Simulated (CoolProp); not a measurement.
Computed with CoolProp (reference Helmholtz-energy equation of state, de Reuck 1993).

**Question.** For methanol, give the phase and the cp (kJ/(kg K)), conductivity (mW/(m K)), fugacity coefficient at 506.5 K and 430 bar; 560.2 K and 430 bar; 578.1 K and 430 bar.

**Answer.** 
- 506.5 K and 430 bar: liquid; cp 4.23, conductivity 181, fugacity coefficient 0.186
- 560.2 K and 430 bar: supercritical; cp 4.78, conductivity 174, fugacity coefficient 0.319
- 578.1 K and 430 bar: supercritical; cp 4.93, conductivity 172, fugacity coefficient 0.366

Thermal conductivity comes from a separate model (Sykioti 2013).
